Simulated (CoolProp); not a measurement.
R141b at several states: density (kg/m³) from the reference equation and from simpler models built on Tc = 204.4 °C, pc = 4.212 MPa, ω = 0.220; each cubic takes its own stable root.

The numbers come from the reference Helmholtz-energy equation of state, Lemmon 2006 in CoolProp. It is a short technical equation, of lower accuracy than the large ones.

```
T (°C)  p (MPa)   phase  reference  van der Waals  Redlich-Kwong  Soave-Redlich-Kwong  Peng-Robinson
------  -------  ------  ---------  -------------  -------------  -------------------  -------------
-0.05     0.321  liquid       1282          779.3           1151                 1177           1327
-24.55     9.17  liquid          …          828.0              …                 1228              …
39.15     0.132  liquid       1206              …          6.165                 1107           1251
208.75    0.245     gas      7.287          7.276          7.294                7.293          7.310
126.65     3.82  liquid       1020          638.5              …                    …              …
79.05    0.0358     gas      1.441          1.437          1.440                1.440          1.441
```

**Question.** Complete the blanks.

**Answer.** 
- -24.55, reference: 1338
- -24.55, Redlich-Kwong: 1210
- -24.55, Peng-Robinson: 1380
- 39.15, van der Waals: 6.101
- 126.65, Redlich-Kwong: 883.0
- 126.65, Soave-Redlich-Kwong: 916.2
- 126.65, Peng-Robinson: 1037

At some of these states van der Waals, Redlich-Kwong gives the other phase, because its saturation line lies elsewhere.
